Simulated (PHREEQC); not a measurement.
Buffer: speciation

Solution (14 °C): 0.0091 mol/kgw H3BO3, 0.00054 mol/kgw NH3 and 0.044 mol/kgw NaCl. Closed to the air; pH follows from the charge balance.

Model: ion-association model, phreeqc.dat, run in PHREEQC.

The pH is 8.04. The ionic strength is 0.0445 mol/kgw, the specific conductance comes out as 3740 µS/cm and the total alkalinity is 0.540 meq/kg.

```tsv
species	molality	activity	log γ
Cl-	0.0440	0.0363	-0.084
Na+	0.0440	0.0367	-0.079
H3BO3	0.00857	0.00866	0.004
NH4+	0.000528	0.000429	-0.090
H2BO3-	0.000528	0.000438	-0.081
NH3	1.17e-5	1.18e-5	0.004
OH-	5.48e-7	4.51e-7	-0.085
H+	1.07e-8	9.23e-9	-0.065
```

No solid was allowed to form. Species that the database lacks are ignored. Away from 25 °C the constants follow the database's enthalpies or fits; those with neither stay at their 25 °C values.
